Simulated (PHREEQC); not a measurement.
Consider water at 25 °C with 0.003 mol H3PO4 per kg of water. Closed to the air; pH follows from the charge balance.

Equilibrium calculation in PHREEQC: ion-association model, wateq4f.dat.

```
Quantity                   Result
----------------  ---------------
pH                           2.66
ionic strength    0.00230 mol/kgw
total alkalinity     -3.00 meq/kg
```

```json
[
 {"species": "H+", "molality": "0.00230", "activity": "0.00219", "log γ": "-0.021"},
 {"species": "H2PO4-", "molality": "0.00230", "activity": "0.00218", "log γ": "-0.023"},
 {"species": "H3PO4", "molality": "0.000702", "activity": "0.000703", "log γ": "0.000"},
 {"species": "HPO4-2", "molality": "7.63e-8", "activity": "6.19e-8", "log γ": "-0.091"}
]
```

This is a speciation only: nothing precipitates in the calculation. H3PO4, which wateq4f.dat lacks, is added to it with the constant of phreeqc.dat.
